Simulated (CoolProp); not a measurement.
Vapour-liquid equilibrium of R22 (1) + R11 (2) at 295.9 K; x and y are mole fractions of (1).

Computed with CoolProp (multi-fluid Helmholtz-energy mixture model, Kamei 1995 and Jacobsen 1992; pair parameters Bell 2016).

```json
[
 {"x": "0.05", "bubble pressure, mixture model (MPa)": "0.1633", "bubble pressure, Raoult's law (MPa)": "0.1421", "y, mixture model": "0.417", "y, Raoult's law": "0.345"},
 {"x": "0.2", "bubble pressure, mixture model (MPa)": "0.3296", "bubble pressure, Raoult's law (MPa)": "0.2747", "y, mixture model": "0.737", "y, Raoult's law": "0.715"},
 {"x": "0.35", "bubble pressure, mixture model (MPa)": "0.4643", "bubble pressure, Raoult's law (MPa)": "0.4073", "y, mixture model": "0.834", "y, Raoult's law": "0.844"},
 {"x": "0.5", "bubble pressure, mixture model (MPa)": "0.5818", "bubble pressure, Raoult's law (MPa)": "0.5400", "y, mixture model": "0.887", "y, Raoult's law": "0.909"},
 {"x": "0.65", "bubble pressure, mixture model (MPa)": "0.6934", "bubble pressure, Raoult's law (MPa)": "0.6726", "y, mixture model": "0.924", "y, Raoult's law": "0.949"},
 {"x": "0.8", "bubble pressure, mixture model (MPa)": "0.8087", "bubble pressure, Raoult's law (MPa)": "0.8052", "y, mixture model": "0.957", "y, Raoult's law": "0.976"},
 {"x": "0.95", "bubble pressure, mixture model (MPa)": "0.9357", "bubble pressure, Raoult's law (MPa)": "0.9378", "y, mixture model": "0.989", "y, Raoult's law": "0.995"}
]
```

The largest gap from Raoult's law is +20.0 % in bubble pressure, at x = 0.2. No azeotrope shows between x = 0.05 and 0.95.

Pair parameters are fitted to limited data, so mixtures are less certain than the pure fluids.
